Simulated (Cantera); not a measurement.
Feed: 1 mol SiH2Cl2, 2 mol N2, 37 mol H2, held at 1.00 bar.

Method: chemical equilibrium by Gibbs-energy minimisation in Cantera with the NASA 1993 tables (ideal gas, pure condensed phases). Candidate condensed phases: NH4Cl, Si, Si3N4; 28 gas species. The tables' values for SiCl3 are old estimates; treat these amounts as uncertain. Kinetics and transport are ignored. All values below are at 1625 K.

Base state: H2 0.918, HCl 0.0484, N2 0.0334, SiCl2 0.000511, H 6.76e-5, SiCl3 3.07e-5, SiHCl3 1.26e-5 (mole fractions); condensed: Si3N4(s).

What changes in the equilibrium state with this change: SiH2Cl2 replaced by Si2Cl6?


| species | before | after |
|---|---|---|
| H2 | 0.918 | 0.841 |
| HCl | 0.0484 | 0.131 |
| N2 | 0.0334 | 0.0212 |
| SiCl2 | 0.000511 | 0.00550 |
| SiCl4 | 4.28e-6 | 0.000366 |
| SiCl3 | 3.07e-5 | 0.000931 |
| SiHCl3 | 1.26e-5 | 0.000367 |
| Si3N4(s), mol | 0.326 | 0.568 |
The feed counts by its element totals alone.
